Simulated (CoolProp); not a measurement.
Fluoroethane (R161) along the isobar 2.37 MPa: fugacity coefficient from the reference equation and from simpler models built on Tc = 102.1 °C, pc = 5.010 MPa, ω = 0.216; each cubic takes its own stable root.

Computed with CoolProp (reference Helmholtz-energy equation of state, Wu 2012).

```json
[
 {"T (°C)": "-15.25", "phase": "liquid", "reference": "0.1074"},
 {"T (°C)": "2.45", "phase": "liquid", "reference": "0.1909"},
 {"T (°C)": "20.05", "phase": "liquid", "reference": "0.3090"},
 {"T (°C)": "37.75", "phase": "liquid", "reference": "0.4653"},
 {"T (°C)": "55.35", "phase": "liquid", "reference": "0.6565"},
 {"T (°C)": "73.05", "phase": "gas", "reference": "0.7848"},
 {"T (°C)": "90.65", "phase": "gas", "reference": "0.8191"},
 {"T (°C)": "108.35", "phase": "gas", "reference": "0.8461"},
 {"T (°C)": "125.95", "phase": "gas", "reference": "0.8676"}
]
```

Task: How far does each simpler model (van der Waals, Redlich-Kwong, Soave-Redlich-Kwong, Peng-Robinson) lie from the reference over these 9 states: mean and median of the absolute difference, and the worst?

Result: 
- van der Waals: mean 64.8 %, median 22.8 %, worst +235.9 % at -15.25 °C and 2.37 MPa
- Redlich-Kwong: mean 16.4 %, median 13.7 %, worst +46.3 % at -15.25 °C and 2.37 MPa
- Soave-Redlich-Kwong: mean 1.9 %, median 1.8 %, worst +3.3 % at 37.75 °C and 2.37 MPa
- Peng-Robinson: mean 0.8 %, median 0.7 %, worst -1.1 % at 108.35 °C and 2.37 MPa

At some of these states van der Waals gives the other phase, because its saturation line lies elsewhere.
